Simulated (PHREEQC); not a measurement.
Dissolve 0.0084 mol H2SO4 and 0.0088 mol KNO3 per kg of water at 25 °C. Closed to the air; pH follows from the charge balance.

All values are PHREEQC results (ion-association model, wateq4f.dat), not measurements.

Question: The ionic strength comes out as 0.0268 mol/kgw. What activity coefficients do HSO4-, SO4-2, NO3-, KSO4-, H+ get?

Answer: HSO4- 0.86, SO4-2 0.54, NO3- 0.85, KSO4- 0.86, H+ 0.88.

No solid was allowed to form.
